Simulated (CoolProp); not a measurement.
Vapour-liquid equilibrium of propylene (1) + propane (2) at 328.5 K; x and y are mole fractions of (1).

Model: multi-fluid Helmholtz-energy mixture model, Lemmon 2013 and Lemmon 2009; pair parameters Bell 2016, in CoolProp.

Give the bubble pressure and the first vapour's composition at x = 0.15, 0.45, 0.85. Is there an azeotrope?

x = 0.15: 19.97 bar, y = 0.169; x = 0.45: 21.27 bar, y = 0.479; x = 0.85: 22.61 bar, y = 0.859. No azeotrope shows between x = 0.05 and 0.95.

The pair parameters rest on a limited set of measurements; away from them the model extrapolates.
